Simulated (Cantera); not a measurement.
A perfectly stirred reactor is fed with 13.3 % H₂, 8.85 % O₂, 77.9 % N₂, at 0.620 bar; it is adiabatic with a 775 K inlet, and is followed from long to short residence time, starting on the burning branch (τ in s: 0.33, 0.1, 0.03, 0.0091, 0.0027, 0.00082, 0.00025, 7.5e-05, 2.2e-05).

Computed with Cantera and GRI-Mech 3.0 (53 species, 325 reactions).

x: mole fraction; the columns are a selection and need not sum to one.

| τ (s) | T (K) | x H₂ | x O₂ | x NO | x H₂O | x H | x N₂O |
|---|---|---|---|---|---|---|---|
| 0.33 | 1756 | 0.000378 | 0.0235 | 2.45e-5 | 0.141 | 5.13e-5 | 2.18e-7 |
| 0.10 | 1749 | 0.000808 | 0.0235 | 1.91e-5 | 0.140 | 0.000162 | 2.23e-7 |
| 0.030 | 1734 | 0.00172 | 0.0237 | 1.56e-5 | 0.139 | 0.000516 | 1.83e-7 |
| 0.0091 | 1704 | 0.00343 | 0.0242 | 1.55e-5 | 0.136 | 0.00154 | 1.36e-7 |
| 0.0027 | 1647 | 0.00631 | 0.0254 | 1.79e-5 | 0.130 | 0.00422 | 1.00e-7 |
| 0.00082 | 1553 | … | … | 1.85e-5 | 0.123 | … | … |
| 0.00025 | 1419 | 0.0157 | 0.0316 | 1.31e-5 | 0.112 | 0.0184 | 5.61e-8 |
| 7.5e-5 | … | … | … | … | … | … | … |
| 2.2e-5 | 775 | 0.133 | 0.0885 | <1e-12 | <1e-12 | <1e-12 | <1e-12 |

### Question
Some entries are withheld; supply them.

### Answer

- 0.00082, x H₂: 0.0102
- 0.00082, x O₂: 0.0276
- 0.00082, x H: 0.00974
- 0.00082, x N₂O: 7.58e-8
- 7.5e-5, T (K): 1230
- 7.5e-5, x H₂: 0.0343
- 7.5e-5, x O₂: 0.0429
- 7.5e-5, x NO: 3.72e-6
- 7.5e-5, x H₂O: 0.0887
- 7.5e-5, x H: 0.0246
- 7.5e-5, x N₂O: 2.85e-8
